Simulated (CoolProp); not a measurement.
Dry air at 277.95 K and 0.481 MPa is throttled through a valve to 0.115 MPa with no heat exchange. Each further row changes one setting.

The numbers come from the reference Helmholtz-energy equation of state, Lemmon 2000 in CoolProp. It is a pseudo-pure fit of the blend.

| case | temperature change (K) | final density (kg/m³) |
|---|---|---|
| as stated | … | … |
| outlet pressure 0.0345 MPa | … | … |
| outlet pressure 0.15 MPa | … | … |

**Question.** Some entries are withheld; supply them.

**Answer.** 
- as stated, temperature change (K): -1.0
- as stated, final density (kg/m³): 1.45
- outlet pressure 0.0345 MPa, temperature change (K): -1.2
- outlet pressure 0.0345 MPa, final density (kg/m³): 0.434
- outlet pressure 0.15 MPa, temperature change (K): -0.9
- outlet pressure 0.15 MPa, final density (kg/m³): 1.89
